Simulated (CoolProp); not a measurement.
Saturated liquid density (kg/m³) of isohexane: the reference equation beside estimates from Tc = 497.7 K, pc = 3.043 MPa, ω = 0.280.

Computed with CoolProp (reference Helmholtz-energy equation of state, Lemmon 2006). It is a short technical equation, of lower accuracy than the large ones.

```csv
T (K),reference,Soave-Redlich-Kwong,Peng-Robinson
285.7,659.8,605.0,682.1
301.4,645.5,592.3,668.5
317.1,630.8,578.7,653.8
332.8,615.6,563.9,637.7
348.5,599.8,547.8,620.2
364.2,583.3,530.4,601.0
379.8,565.9,511.4,580.0
395.5,547.2,490.3,556.5
411.2,527.0,467.0,530.1
426.9,504.6,440.7,500.2
442.6,479.3,410.8,465.7
458.3,449.3,375.6,424.7
```

Absolute difference from the reference over all 12 rows, mean and median: Soave-Redlich-Kwong 10.5 and 9.3 %, Peng-Robinson 2.9 and 3.2 %.
